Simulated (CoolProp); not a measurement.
Model: reference Helmholtz-energy equation of state, Lemmon 2009, in CoolProp.

**Question.** For propane, give the phase and the cp (kJ/(kg K)), isothermal compressibility (1/MPa), expansivity (1/kK), viscosity (µPa s) at -45.55 °C and 9.9 MPa.

**Answer.** 
- -45.55 °C and 9.9 MPa: liquid; cp 2.19, isothermal compressibility 0.00159, expansivity 1.76, viscosity 225

Viscosity comes from a separate model (Vogel 1998).
